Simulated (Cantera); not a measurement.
Feed: 1 mol SiCl₄, 0.014 mol C₂H₄, 1600 mol H₂, 0.048 mol C₃H₈, equilibrated at 750 °C and 360 Pa.

Equilibrium computed with Cantera from the NASA thermochemical tables; the gas is ideal and each condensed phase is pure. Candidate condensed phases: C, C₆H₆, C₇H₈, C₈H₁₈, Si, SiC; 109 gas species. Mutual solubility and eutectic melting of coexisting phases are not modelled. Equilibrium is a limit: real reactors are often held back by kinetics, nucleation or transport.

Base state: H₂ 0.998, HCl 0.00247, SiCl₂ 1.09e-5 (mole fractions); condensed: Si(s) + SiC(s).

Question: What changes in the equilibrium state with this change: temperature from 750 °C to 1950 °C?

Answer: 
```csv
species,before,after
H₂,0.998,0.896
H,6.89e-8,0.101
HCl,0.00247,0.00219
Si,<1e-9,0.000574
Cl,<1e-9,0.000179
C₂H₂ (acetylene),<1e-9,4.92e-5
"Si(s), mol",0.807,0
"SiC(s), mol",0.172,0
```
